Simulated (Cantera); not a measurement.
Feed: 1 mol Si3N4, 1.2 mol H2O, 9.7 mol H2, 0.0037 mol O2, at 1.30 mbar.

Method: chemical equilibrium by Gibbs-energy minimisation in Cantera with the NASA 1993 tables (ideal gas, pure condensed phases). Candidate condensed phases: H2O, Si, SiO2, Si2N2O, Si3N4; 35 gas species. Mutual solubility and eutectic melting of coexisting phases are not modelled. Rates play no part. All values below are at 1248 K.

Base state: H2 0.964, N2 0.0356, H 1.27e-5 (mole fractions); condensed: Si2N2O(s) + Si3N4(s).

Q: What changes in the equilibrium state with this change: H2O from 1.2 to 0.0011 mol?

A: 
```
species          before     after
--------------  -------  --------
H2                0.964     1.000
N2               0.0356  0.000292
H               1.27e-5   1.30e-5
Si2N2O(s), mol     1.21   0.00850
Si3N4(s), mol     0.195     0.994
```
